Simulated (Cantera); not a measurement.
# Adiabatic ignition

An adiabatic, constant-volume homogeneous reactor starts with H2 : O2 : N2 = 1 : 0.385 : 1.45 (molar parts), equivalence ratio 1.3, at 1123 K and 0.533 atm.

Computed with Cantera and the H2/O2 subset of GRI-Mech 3.0, which has no nitrogen chemistry.

| t (s) | T (K) | P (bar) | x H2 | x O2 | x H2O2 | x OH | x HO2 | x H | x O |
|---|---|---|---|---|---|---|---|---|---|
| 7.00e-6 | 1123 | 0.540 | 0.353 | 0.136 | 5.49e-12 | 1.43e-10 | 2.87e-9 | 3.60e-9 | 3.07e-10 |
| 2.42e-5 | 1123 | 0.540 | 0.353 | 0.136 | 8.73e-11 | 2.22e-9 | 1.70e-8 | 5.23e-8 | 4.94e-9 |
| 8.39e-5 | 1123 | 0.540 | 0.353 | 0.136 | 9.44e-8 | 5.36e-6 | 1.61e-5 | 0.000118 | 1.12e-5 |
| 0.000291 | 2872 | 1.24 | 0.102 | 0.00544 | 2.96e-7 | 0.0258 | 3.70e-6 | 0.0341 | 0.00536 |
| 0.00101 | 2896 | 1.25 | 0.102 | 0.00514 | 3.09e-7 | 0.0254 | 3.68e-6 | 0.0326 | 0.00504 |
| 0.00348 | 2896 | 1.25 | 0.102 | 0.00514 | 3.09e-7 | 0.0254 | 3.68e-6 | 0.0326 | 0.00504 |
| 0.0121 | 2896 | 1.25 | 0.102 | 0.00514 | 3.09e-7 | 0.0254 | 3.68e-6 | 0.0326 | 0.00504 |
| 0.0418 | 2896 | 1.25 | 0.102 | 0.00514 | 3.09e-7 | 0.0254 | 3.68e-6 | 0.0326 | 0.00504 |
| 0.145 | 2896 | 1.25 | 0.102 | 0.00514 | 3.09e-7 | 0.0254 | 3.68e-6 | 0.0326 | 0.00504 |
| 0.501 | 2896 | 1.25 | 0.102 | 0.00514 | 3.09e-7 | 0.0254 | 3.68e-6 | 0.0326 | 0.00504 |
| 1.73 | 2896 | 1.25 | 0.102 | 0.00514 | 3.09e-7 | 0.0254 | 3.68e-6 | 0.0326 | 0.00504 |
| 6.00 | 2896 | 1.25 | 0.102 | 0.00514 | 3.09e-7 | 0.0254 | 3.68e-6 | 0.0326 | 0.00504 |
x: mole fraction; the columns are a selection and need not sum to one.

| Property | Value |
|---|---|
| time of steepest temperature rise | 0.129 ms |
| temperature at 6.00 s | 2896 K |
| equilibrium temperature | 2896 K |
| x(H2) at 6.00 s | 0.102 (gas-phase equilibrium 0.102) |
| x(O2) at 6.00 s | 0.00514 (gas-phase equilibrium 0.00514) |
| x(H2O2) at 6.00 s | 3.09e-7 (gas-phase equilibrium 3.09e-7) |
